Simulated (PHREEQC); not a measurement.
Make-up at 25 °C: 10 mmol/kgw H2SO4, 5.7 mmol/kgw FeSO4 and 19 mmol/kgw Fe2(SO4)3. Closed to the air; pH follows from the charge balance.

Model: ion-association model, phreeqc.dat, run in PHREEQC.

Each row changes one thing in this solution. Precipitation was switched off in this run.

```
case                                      pH  ionic strength (mol/kgw)  FeSO4+ (mol/kgw)  SO4-2 (mol/kgw)  HSO4- (mol/kgw)  Fe(SO4)2- (mol/kgw)  SI of Fe(OH)3(a) (Fe(OH)3)  SI of Melanterite (FeSO4:7H2O)
--------------------------------------  ----  ------------------------  ----------------  ---------------  ---------------  -------------------  --------------------------  ------------------------------
as made                                 2.06                    0.0855            0.0294           0.0206          0.00863              0.00522                       -2.29                           -2.72
diluted 2-fold with water               2.26                    0.0476            0.0153           0.0122          0.00371              0.00191                       -1.81                           -3.07
diluted 5-fold with water               2.52                    0.0226           0.00604          0.00605          0.00116             0.000454                       -1.19                           -3.57
Fe2(SO4)3 from 0.019 to 0.0209 mol/kgw  2.07                    0.0904            0.0322           0.0218          0.00879              0.00593                       -2.24                           -2.72
FeSO4 from 0.0057 to 0.057 mol/kgw      2.21                     0.188            0.0274           0.0441           0.0105              0.00785                       -2.11                           -1.65
H2SO4 from 0.01 to 0.05 mol/kgw         1.39                     0.138            0.0256           0.0254           0.0436              0.00474                       -4.39                           -2.79
0.0035 mol/kgw KHCO3 added              2.15                    0.0872            0.0294           0.0215          0.00738              0.00541                       -2.05                           -2.71
H2SO4 from 0.01 to 0.009 mol/kgw        2.10                    0.0843            0.0295           0.0205          0.00782              0.00523                       -2.16                           -2.72
FeSO4 from 0.0057 to 0.00855 mol/kgw    2.07                    0.0914            0.0293           0.0219          0.00881              0.00541                       -2.28                           -2.54
```

Some of these states are supersaturated (in Hematite (slow to form), Goethite (slow to form), Jarosite-K, for instance).
